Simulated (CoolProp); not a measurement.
Vapour-liquid equilibrium of R143a (1) + isobutane (2) at 0.15 °C; x and y are mole fractions of (1).

Computed with CoolProp (multi-fluid Helmholtz-energy mixture model, Lemmon and Jacobsen 2000 and Bücker 2006; pair parameters Bell 2016).

```
x      bubble pressure (MPa)  y at the bubble point  dew pressure at overall composition x (MPa)  liquid density (mol/L)
-----  ---------------------  ---------------------  -------------------------------------------  ----------------------
0.05                  0.2394                  0.352                                       0.1659                   10.05
0.125                 0.3306                  0.547                                       0.1797                   10.14
0.2                   0.3946                  0.634                                       0.1960                   10.24
0.275                 0.4405                  0.684                                       0.2153                       …
0.35                  0.4745                  0.719                                       0.2387                   10.46
0.425                 0.5010                  0.745                                       0.2674                   10.58
0.5                   0.5230                  0.768                                            …                   10.72
0.575                 0.5424                  0.790                                       0.3494                   10.87
0.65                       …                  0.813                                       0.4085                   11.04
0.725                 0.5773                  0.839                                       0.4809                   11.23
0.8                   0.5931                  0.870                                       0.5507                   11.45
0.875                 0.6072                  0.909                                       0.5953                   11.70
0.95                  0.6182                  0.958                                       0.6168                   11.98
```

### Question
Fill in the missing entries.

### Answer

- 0.275, liquid density (mol/L): 10.34
- 0.5, dew pressure at overall composition x (MPa): 0.3034
- 0.65, bubble pressure (MPa): 0.5603

No azeotrope shows between x = 0.05 and 0.95.

The pair parameters rest on a limited set of measurements; away from them the model extrapolates. With so large a gap from Raoult's law the liquid may split in two, which this calculation doesn't test in full.
